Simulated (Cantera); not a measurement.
## Moist CO burnout

An isothermal, constant-pressure homogeneous reactor starts with 0.681 % CO, 1.85 % O₂, 0.204 % H₂O, 97.3 % N₂, equivalence ratio 0.18, at 1075 K and 3.26 atm.

Computed with Cantera and GRI-Mech 3.0 (53 species, 325 reactions).

```tsv
t (s)	x CO	x O₂	x H₂O	x NO₂	x H₂O₂	x H₂	x OH
4.00e-5	0.00681	0.0185	0.00204	<1e-12	<1e-12	<1e-12	<1e-12
0.000155	0.00681	0.0185	0.00204	<1e-12	<1e-12	<1e-12	6.18e-12
0.000598	0.00681	0.0185	0.00204	<1e-12	<1e-12	1.25e-12	2.69e-11
0.00231	0.00681	0.0185	0.00204	<1e-12	<1e-12	2.09e-11	1.16e-10
0.00894	0.00681	0.0185	0.00204	<1e-12	9.23e-11	6.15e-10	1.20e-9
0.0346	0.00672	0.0184	0.00204	1.74e-12	2.42e-7	7.42e-7	9.67e-8
0.134	0.00591	0.0180	0.00204	1.31e-10	2.94e-7	6.04e-6	1.18e-7
0.517	0.00353	0.0169	0.00204	2.03e-9	2.05e-7	5.38e-6	1.17e-7
2.00	0.000697	0.0155	0.00205	1.36e-8	4.20e-8	9.47e-7	9.12e-8
```
x: mole fraction; the columns are a selection and need not sum to one.

Equilibrium at this temperature and pressure: CO 2.01e-11, O₂ 0.0151, H₂O 0.00205, NO₂ 3.25e-7, H₂O₂ 3.15e-12, H₂ 6.47e-12, OH 2.48e-8 (gas phase only).
